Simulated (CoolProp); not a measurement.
A simple Rankine cycle with cyclopentane: condensing at 312.15 K, boiler at 1.14 MPa, turbine inlet 461.4 K, turbine efficiency 0.9, pump efficiency 0.7, no recuperator. Each further row changes one setting.

Model: reference Helmholtz-energy equation of state, Gedanitz 2015, in CoolProp.

```csv
case,thermal efficiency (%),net work (kJ/kg),heat in (kJ/kg),turbine exit temperature (K),volume ratio over the turbine
as stated,18.6,114,616,384.3,15.2
turbine inlet 481.4 K,18.4,[?],[?],405.8,15.1
condensing temperature 304.15 K,19.9,126,631,[?],[?]
boiler pressure 0.798 MPa,16.5,[?],625,396.2,10.4
turbine efficiency 0.8,16.5,[?],616,[?],15.5
```

### Question
Fill in the missing entries.

### Answer

- turbine inlet 481.4 K, net work (kJ/kg): 121
- turbine inlet 481.4 K, heat in (kJ/kg): 659
- condensing temperature 304.15 K, turbine exit temperature (K): 376.9
- condensing temperature 304.15 K, volume ratio over the turbine: 20.0
- boiler pressure 0.798 MPa, net work (kJ/kg): 103
- turbine efficiency 0.8, net work (kJ/kg): 101
- turbine efficiency 0.8, turbine exit temperature (K): 392.2
